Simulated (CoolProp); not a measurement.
Vapour-liquid equilibrium of n-heptane (1) + m-xylene (2) at 0.869 MPa; x and y are mole fractions of (1).

Values from CoolProp's multi-fluid Helmholtz-energy mixture model, Span 2003 and Zhou 2012; pair parameters Bell 2016.

| x | bubble temperature, mixture model (K) | bubble temperature, Raoult's law (K) | y, mixture model | y, Raoult's law |
|---|---|---|---|---|
| 0.05 | 511.1 | 511.7 | 0.099 | 0.104 |
| 0.125 | 505.4 | 506.6 | 0.228 | 0.242 |
| 0.2 | 500.3 | 501.9 | 0.336 | 0.360 |
| 0.275 | 495.9 | 497.6 | 0.430 | 0.463 |
| 0.35 | 491.8 | 493.5 | 0.513 | 0.552 |
| 0.425 | 488.1 | 489.6 | 0.586 | 0.630 |
| 0.5 | 484.7 | 486.0 | 0.653 | 0.699 |
| 0.575 | 481.5 | 482.6 | 0.714 | 0.760 |
| 0.65 | 478.5 | 479.3 | 0.771 | 0.814 |
| 0.725 | 475.6 | 476.3 | 0.824 | 0.862 |
| 0.8 | 472.9 | 473.3 | 0.875 | 0.905 |
| 0.875 | 470.3 | 470.6 | 0.924 | 0.944 |
| 0.95 | 467.8 | 467.9 | 0.970 | 0.979 |

The largest gap from Raoult's law is -1.7 K in bubble temperature, at x = 0.275. No azeotrope shows between x = 0.05 and 0.95.

Pair parameters are fitted to limited data, so mixtures are less certain than the pure fluids.
